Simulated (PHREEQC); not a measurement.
Make-up at 73 °C: 0.071 mol HF, 0.00164 mol NH4HF2, 0.0045 mol (NH4)2SiF6 and 3.3e-05 mol H2SO4 per kg of water. Closed to the air; pH follows from the charge balance.

The numbers come from PHREEQC with the ion-association model, phreeqc.dat.

Precipitation was switched off in this run.

Order these S species by the share of S that they hold, largest first: SO4-2, HSO4-, NH4SO4-.

SO4-2 (51 %), HSO4- (45 %), NH4SO4- (3.8 %)

Order these F species by the share of F that they hold, largest first: HF2-, F-, SiF6-2, HF.

HF (66 %), SiF6-2 (27 %), F- (4.8 %), HF2- (2.8 %)

The pH is 2.38 and the ionic strength 0.0199 mol/kgw. Complexes and solids missing from the database can't appear. Constants without temperature data keep their 25 °C values here. SiF6-2 is the database's only silicon fluoride.
